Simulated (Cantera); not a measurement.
# trisilylamine + NH3 + N2 (silicon nitride deposition)

A closed system holds: 1 mol trisilylamine, 1.8 mol NH3, 2 mol N2, equilibrated at 0.0900 Torr.

Cantera equilibrium calculation (NASA polynomials, part measured and part estimated; ideal gas, pure solids and liquids). Candidate condensed phases: Si, Si3N4; 18 gas species. The feed counts by its element totals alone. The tables' values for SiN are old estimates; treat these amounts as uncertain. Gases not in the tables: Si2H6 and higher silanes. The numbers say what is thermodynamically allowed, not how fast it happens.

| T (K) | x H2 | x N2 | x Si | x H | x SiH | x Si2 | x Si2N | n Si3N4(s) | n Si(s) | n Si(l) |
|---|---|---|---|---|---|---|---|---|---|---|
| 1250 | 0.837 | 0.163 | 2.40e-9 | 4.04e-5 | 2.66e-10 | <1e-12 | 1.76e-12 | 1.00 | 0 | 0 |
| 1300 | 0.837 | 0.163 | 3.12e-8 | 9.24e-5 | 2.60e-9 | <1e-12 | 4.65e-11 | 1.00 | 0 | 0 |
| 1350 | 0.837 | 0.163 | 3.35e-7 | 0.000199 | 2.14e-8 | 2.62e-11 | 9.58e-10 | 1.000 | 0 | 0 |
| 1400 | 0.837 | 0.163 | 3.03e-6 | 0.000406 | 1.52e-7 | 7.96e-10 | 1.58e-8 | 1.000 | 0 | 0 |
| 1450 | 0.836 | 0.163 | 2.35e-5 | 0.000790 | 9.34e-7 | 1.90e-8 | 2.15e-7 | 1.000 | 0 | 0 |
| 1500 | 0.678 | 0.321 | 8.77e-5 | 0.00132 | 2.54e-6 | 1.12e-7 | 1.05e-6 | 0 | 3.00 | 0 |
| 1550 | 0.677 | 0.320 | 0.000277 | 0.00237 | 6.56e-6 | 5.00e-7 | 2.85e-6 | 0 | 3.00 | 0 |
| 1600 | 0.675 | 0.320 | 0.000813 | 0.00408 | 1.59e-5 | 2.03e-6 | 7.28e-6 | 0 | 2.99 | 0 |
| 1650 | 0.672 | 0.319 | 0.00223 | 0.00680 | 3.66e-5 | 7.53e-6 | 1.75e-5 | 0 | 2.98 | 0 |
| 1700 | 0.666 | 0.317 | 0.00565 | 0.0110 | 7.82e-5 | 2.48e-5 | 3.81e-5 | 0 | 0 | 2.94 |
| 1750 | 0.656 | 0.314 | 0.0125 | 0.0172 | 0.000147 | 6.47e-5 | 6.73e-5 | 0 | 0 | 2.86 |
| 1800 | 0.639 | 0.308 | 0.0265 | 0.0261 | 0.000264 | 0.000160 | 0.000115 | 0 | 0 | 2.70 |
| 1850 | 0.610 | 0.297 | 0.0537 | 0.0384 | 0.000456 | 0.000376 | 0.000187 | 0 | 0 | 2.36 |
x: gas mole fraction; n: condensed amount in mol.

From 1250 K to 1450 K the condensed part is Si3N4(s). From 1500 K to 1650 K the condensed part is Si(s). From 1700 K to 1850 K the condensed part is Si(l).
